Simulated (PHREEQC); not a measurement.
Solution (20 °C): 0.034 mol TMAH and 0.0013 mol NaAlO2 per kg of water. It is in equilibrium with CO2 at log p = -3.5 (atm). Otherwise closed; pH follows from the charge balance.

Computed with PHREEQC (ion-association model, phreeqc.dat).

The ionic strength comes out as 0.0410 mol/kgw. What activity coefficients do HCO3-, OH-, CO3-2, Al(OH)4-, NaCO3- get?

HCO3- 0.84, OH- 0.83, CO3-2 0.50, Al(OH)4- 0.83, NaCO3- 0.83.

Precipitation was switched off in this run. Saturation is exceeded, for instance for Gibbsite (slow to form); the values hold only as long as no solid forms. (CH3)4N+ isn't in the database: it is added as a free cation with an ion size of 4 Å.
